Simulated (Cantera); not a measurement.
An isothermal, constant-pressure homogeneous reactor starts with CH₄ : CO₂ = 1 : 0.58 (molar parts), at 1498 K and 21800 Torr. Integrator tolerance rtol = 1e-08.

Computed with Cantera and GRI-Mech 3.0 (53 species, 325 reactions). GRI-Mech 3.0 stops at C3 and has no aromatics, soot or wall deposition, so with more carbon than oxygen in the feed, carbon stays in small species such as C2H2 where larger ones or solid carbon would form. The pressure lies above the range GRI-Mech 3.0 was tuned for (to about 10 atm).

Problem. What does this change do: temperature 1498 to 1450 K?

Solution. 
| quantity | before | after |
|---|---|---|
| x(CH₄) at 200 s | 0.156 (gas-phase equilibrium 0.150) | 0.195 (gas-phase equilibrium 0.153) |
| x(CO₂) at 200 s | 0.00170 (gas-phase equilibrium 0.000309) | 0.0118 (gas-phase equilibrium 0.000589) |
| x(C₂H₄) at 200 s | 0.00185 (gas-phase equilibrium 0.00164) | 0.00217 (gas-phase equilibrium 0.000981) |
| x(H₂O) at 200 s | 0.00436 (gas-phase equilibrium 0.000804) | 0.0249 (gas-phase equilibrium 0.00140) |
| x(C₂H₂) at 200 s | 0.000533 (gas-phase equilibrium 0.000464) | 0.000439 (gas-phase equilibrium 0.000170) |

Problem. What does this change do: temperature 1498 to 2123 K?

Solution. 
```tsv
quantity	before	after
x(CH₄) at 200 s	0.156 (gas-phase equilibrium 0.150)	0.0208 (gas-phase equilibrium 0.0208)
x(CO₂) at 200 s	0.00170 (gas-phase equilibrium 0.000309)	7.57e-6 (gas-phase equilibrium 7.69e-6)
x(C₂H₄) at 200 s	0.00185 (gas-phase equilibrium 0.00164)	0.00302 (gas-phase equilibrium 0.00302)
x(H₂O) at 200 s	0.00436 (gas-phase equilibrium 0.000804)	5.51e-5 (gas-phase equilibrium 5.59e-5)
x(C₂H₂) at 200 s	0.000533 (gas-phase equilibrium 0.000464)	0.0544 (gas-phase equilibrium 0.0544)
```

Problem. What does this change do: CO2 0.58 to 4.8 parts?

Solution. 
```json
[
 {"quantity": "x(CH₄) at 200 s", "before": "0.156 (gas-phase equilibrium 0.150)", "after": "6.13e-6 (gas-phase equilibrium 6.27e-6)"},
 {"quantity": "x(CO₂) at 200 s", "before": "0.00170 (gas-phase equilibrium 0.000309)", "after": "0.318 (gas-phase equilibrium 0.318)"},
 {"quantity": "x(C₂H₄) at 200 s", "before": "0.00185 (gas-phase equilibrium 0.00164)", "after": "6.50e-11 (gas-phase equilibrium 6.80e-11)"},
 {"quantity": "x(H₂O) at 200 s", "before": "0.00436 (gas-phase equilibrium 0.000804)", "after": "0.169 (gas-phase equilibrium 0.169)"},
 {"quantity": "x(C₂H₂) at 200 s", "before": "0.000533 (gas-phase equilibrium 0.000464)", "after": "8.91e-11 (gas-phase equilibrium 9.32e-11)"}
]
```
